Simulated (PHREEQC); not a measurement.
Reverse-osmosis permeate: speciation

Synthetic water in mg/L, 20 °C, pH 6.24, pe 9.9: Na 1.05; K 1.42; Ca 6.77; Mg 0.0621; Cl 3.57; S(6) as SO4 5.81; Alkalinity as HCO3 12.2; Br 0.00942; O(0) (dissolved oxygen) 0.119; Ni 0.12; Li 0.162.

Valence states are taken as typed.

The numbers come from PHREEQC with the ion-association model, wateq4f.dat.

```yaml
ionic_strength: 0.000664 mol/kgw
charge_balance_error: 3.5 %
```

| species | molality | activity | log γ |
|---|---|---|---|
| CO2 | 0.000269 | 0.000269 | 0.000 |
| HCO3- | 0.000200 | 0.000194 | -0.012 |
| Ca+2 | 0.000167 | 0.000149 | -0.050 |
| Cl- | 0.000101 | 9.78e-5 | -0.013 |
| SO4-2 | 5.89e-5 | 5.25e-5 | -0.050 |
| Na+ | 4.57e-5 | 4.44e-5 | -0.013 |
| K+ | 3.63e-5 | 3.53e-5 | -0.013 |
| Li+ | 2.33e-5 | 2.27e-5 | -0.012 |

No solid was allowed to form. Complexes and solids missing from the database can't appear.
